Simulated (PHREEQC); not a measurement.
1 g of hydrous ferric oxide (600 m²/g; 0.2 weak and 0.005 strong sites per Fe, Dzombak-Morel constants, diffuse double layer) in 1 kg of water with 0.05 mol/kgw of an inert sodium salt and 3.1e-06 mol Na2SeO4, at 25 °C; the pH is set by adding NaOH or the inert anion's acid. Oxygen alone is held at its pressure in air (log pO2 = -0.68). The system is closed to CO2. No solid was allowed to form.

Base run: PHREEQC, ion-association model, wateq4f.dat. Each further column changes one thing. The table gives surface charge σ (C/m²).

```tsv
pH	base	background salt from 0.05 to 0.005 mol/kgw	oxide from 1 to 5 g/kgw	0.0018 mol/kgw NaH2PO4 added
4	0.294	0.187	0.297	0.043
4.5	0.238	0.134	0.242	0.028
5.5	0.130	0.060	0.131	0.002
6	0.089	0.038	0.090	-0.008
7	0.034	0.013	0.034	-0.029
7.5	0.017	0.006	0.017	-0.037
8.5	-0.010	-0.004	-0.010	-0.052
9	-0.026	-0.009	-0.026	-0.062
10	-0.074	-0.031	-0.075	-0.090
10.5	-0.111	-0.051	-0.112	-0.119
11.5	-0.217	-0.133	-0.219	-0.223
12	-0.282	-0.217	-0.284	-0.287
```

 H3PO4, which wateq4f.dat lacks, is added to it with the constant of phreeqc.dat.
